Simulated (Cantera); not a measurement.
## Carbothermic reduction: PbO + C + CO

A closed system holds: 1 mol PbO, 1.2 mol C, 0.034 mol CO, equilibrated at 925 K and 6.40 mbar.

Cantera equilibrium calculation (NASA polynomials, part measured and part estimated; ideal gas, pure solids and liquids). Candidate condensed phases: C, Pb, PbO, PbO2, Pb3O4; 15 gas species. Equilibrium is a limit: real reactors are often held back by kinetics, nucleation or transport.

```json
{
 "x(CO)": "0.981",
 "x(CO2)": "0.0185",
 "x(Pb)": "0.000417",
 "n(C(graphite))": "0.219 mol",
 "n(Pb(l))": "1.000 mol",
 "gas_amount": "1.016 mol",
 "log10 activity of PbO2(s) (absent)": "-21.03"
}
```
